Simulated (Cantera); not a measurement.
# Equilibrium for boron, boron nitride and boron oxide: BF₃ + N₂ + H₂

Charge: 1 mol BF₃, 2.6 mol N₂, 3.6 mol H₂, held at 1.33 mbar.

These are equilibrium values from Cantera (NASA tables, ideal gas, pure condensed phases), not measurements of a reactor. Candidate condensed phases: B, BN; 31 gas species. N₂ is the only nitrogen source here; it is nearly inert below about 1500 K, so the nitride shown seldom forms there in practice. The tables' values for BF₂ are old estimates; treat these amounts as uncertain. Equilibrium is a limit: real reactors are often held back by kinetics, nucleation or transport.

```tsv
T (K)	log p H₂	log p N₂	log p BF₃	log p HF	log p BF₂	log p BHF₂	log p BF	log p H	n BN(s)
898	-3.18	-3.32	-3.74	-4.89	-11.04	-8.03	<-14	-11.55	0.0234
948	-3.18	-3.32	-3.74	-4.82	-10.27	-7.72	<-14	-10.87	0.0272
998	-3.18	-3.32	-3.75	-4.76	-9.58	-7.44	-13.74	-10.26	0.0312
1048	-3.18	-3.32	-3.75	-4.71	-8.96	-7.18	-12.67	-9.70	0.0352
1098	-3.18	-3.32	-3.75	-4.66	-8.40	-6.95	-11.70	-9.20	0.0392
1148	-3.18	-3.32	-3.75	-4.62	-7.88	-6.74	-10.82	-8.74	0.0432
1198	-3.18	-3.32	-3.75	-4.58	-7.41	-6.55	-10.01	-8.31	0.0472
1248	-3.19	-3.32	-3.76	-4.54	-6.98	-6.38	-9.26	-7.92	0.0510
1298	-3.19	-3.32	-3.76	-4.51	-6.58	-6.22	-8.58	-7.56	0.0545
1348	-3.19	-3.32	-3.76	-4.48	-6.21	-6.07	-7.95	-7.23	0.0575
1398	-3.19	-3.32	-3.77	-4.45	-5.87	-5.93	-7.36	-6.92	0.0595
1448	-3.19	-3.32	-3.77	-4.42	-5.56	-5.81	-6.81	-6.63	0.0597
1498	-3.19	-3.32	-3.78	-4.40	-5.26	-5.69	-6.31	-6.36	0.0565
```
log p: log10 of the partial pressure in bar; n: condensed amount in mol.

From 898 K to 1498 K the condensed part is BN(s). The main B-bearing gas is BF₃ throughout. The share of B in condensed phases is highest at 1448 K (6.0 %) and lowest at 898 K (2.3 %).
